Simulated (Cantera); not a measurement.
A closed system holds: 1 mol PH3, 0.78 mol H2, 0.082 mol O2, at 825 °C and 1.00 bar.

Cantera equilibrium calculation (NASA polynomials, part measured and part estimated; ideal gas, pure solids and liquids). Candidate condensed phases: H2O, P, P4O10; 17 gas species. Gases not in the tables: HPO2, HPO3 and P4O6. Rates play no part.

Base state: H2 0.831, P4 0.0927, H2O 0.0645, P2 0.0109, PH3 0.000460 (mole fractions); condensed: gas only.

**Question.** What changes in the equilibrium state with this change: pressure from 1.00 bar to 1.40 mbar?

**Answer.** 
```csv
species,before,after
H2,0.831,0.778
P2,0.0109,0.141
H2O,0.0645,0.0597
P4,0.0927,0.0214
PH3,0.000460,2.09e-6
PO,2.67e-6,0.000253
PO2,1.58e-6,0.000148
```

**Question.** What changes in the equilibrium state with this change: temperature from 825 °C to 1650 °C?

**Answer.** 
| species | before | after |
|---|---|---|
| H2 | 0.831 | 0.768 |
| P2 | 0.0109 | 0.172 |
| H2O | 0.0645 | 0.0478 |
| P4 | 0.0927 | 0.000738 |
| P | <1e-9 | 9.44e-5 |
| H | 2.26e-8 | 0.000826 |
| PH | 1.80e-8 | 0.000147 |
| PO | 2.67e-6 | 0.00918 |
